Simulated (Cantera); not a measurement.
# Adiabatic ignition

An adiabatic, constant-volume homogeneous reactor starts with CO : H₂ : CH₄ : O₂ : N₂ : CO₂ = 1 : 0.8 : 1.4 : 5.36 : 20.2 : 5.9 (molar parts), equivalence ratio 0.69, at 1150 K and 8.80 bar.

Model: GRI-Mech 3.0 (53 species, 325 reactions), integrated in Cantera.

```json
[
 {"t (s)": "9.00e-6", "T (K)": "1150", "P (bar)": "8.80", "x CO": "0.0289", "x H₂": "0.0231", "x CH₄": "0.0404", "x O₂": "0.155", "x NO₂": "<1e-12"},
 {"t (s)": "2.03e-5", "T (K)": "1150", "P (bar)": "8.80", "x CO": "0.0289", "x H₂": "0.0231", "x CH₄": "0.0404", "x O₂": "0.155", "x NO₂": "<1e-12"},
 {"t (s)": "4.58e-5", "T (K)": "1150", "P (bar)": "8.80", "x CO": "0.0289", "x H₂": "0.0231", "x CH₄": "0.0404", "x O₂": "0.155", "x NO₂": "<1e-12"},
 {"t (s)": "0.000103", "T (K)": "1150", "P (bar)": "8.80", "x CO": "0.0289", "x H₂": "0.0231", "x CH₄": "0.0404", "x O₂": "0.155", "x NO₂": "<1e-12"},
 {"t (s)": "0.000233", "T (K)": "1150", "P (bar)": "8.80", "x CO": "0.0288", "x H₂": "0.0231", "x CH₄": "0.0404", "x O₂": "0.155", "x NO₂": "<1e-12"},
 {"t (s)": "0.000527", "T (K)": "1169", "P (bar)": "8.94", "x CO": "0.0288", "x H₂": "0.0224", "x CH₄": "0.0391", "x O₂": "0.153", "x NO₂": "1.15e-12"},
 {"t (s)": "0.00119", "T (K)": "2438", "P (bar)": "18.3", "x CO": "0.00653", "x H₂": "0.000472", "x CH₄": "<1e-12", "x O₂": "0.0509", "x NO₂": "1.09e-6"},
 {"t (s)": "0.00268", "T (K)": "2434", "P (bar)": "18.2", "x CO": "0.00646", "x H₂": "0.000468", "x CH₄": "<1e-12", "x O₂": "0.0500", "x NO₂": "4.57e-6"},
 {"t (s)": "0.00606", "T (K)": "2429", "P (bar)": "18.2", "x CO": "0.00636", "x H₂": "0.000462", "x CH₄": "<1e-12", "x O₂": "0.0486", "x NO₂": "9.92e-6"},
 {"t (s)": "0.0137", "T (K)": "2424", "P (bar)": "18.1", "x CO": "0.00628", "x H₂": "0.000457", "x CH₄": "<1e-12", "x O₂": "0.0474", "x NO₂": "1.46e-5"},
 {"t (s)": "0.0308", "T (K)": "2422", "P (bar)": "18.1", "x CO": "0.00625", "x H₂": "0.000456", "x CH₄": "<1e-12", "x O₂": "0.0470", "x NO₂": "1.59e-5"},
 {"t (s)": "0.0696", "T (K)": "2422", "P (bar)": "18.1", "x CO": "0.00625", "x H₂": "0.000456", "x CH₄": "<1e-12", "x O₂": "0.0470", "x NO₂": "1.60e-5"},
 {"t (s)": "0.157", "T (K)": "2422", "P (bar)": "18.1", "x CO": "0.00625", "x H₂": "0.000456", "x CH₄": "<1e-12", "x O₂": "0.0470", "x NO₂": "1.60e-5"},
 {"t (s)": "0.354", "T (K)": "2422", "P (bar)": "18.1", "x CO": "0.00625", "x H₂": "0.000456", "x CH₄": "<1e-12", "x O₂": "0.0470", "x NO₂": "1.60e-5"},
 {"t (s)": "0.800", "T (K)": "2422", "P (bar)": "18.1", "x CO": "0.00625", "x H₂": "0.000456", "x CH₄": "<1e-12", "x O₂": "0.0470", "x NO₂": "1.60e-5"}
]
```
x: mole fraction; the columns are a selection and need not sum to one.

- time of steepest temperature rise = 0.781 ms
- temperature at 0.800 s = 2422 K
- equilibrium temperature = 2422 K
- x(CO) at 0.800 s = 0.00625 (gas-phase equilibrium 0.00625)
- x(H₂) at 0.800 s = 0.000456 (gas-phase equilibrium 0.000456)
- x(CH₄) at 0.800 s = <1e-12 (gas-phase equilibrium <1e-12)
